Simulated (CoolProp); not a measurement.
Computed with CoolProp (reference Helmholtz-energy equation of state, Thol 2012).

Task: For benzene, give the phase and the Z, cp (kJ/(kg K)), cv (kJ/(kg K)), speed of sound (m/s) at 444.4 K and 5.69 bar; 444.4 K and 83.6 bar; 444.4 K and 123 bar.

Result: 
- 444.4 K and 5.69 bar: gas; Z 0.906, cp 1.70, cv 1.54, speed of sound 206
- 444.4 K and 83.6 bar: liquid; Z 0.245, cp 2.20, cv 1.64, speed of sound 760
- 444.4 K and 123 bar: liquid; Z 0.357, cp 2.18, cv 1.64, speed of sound 798
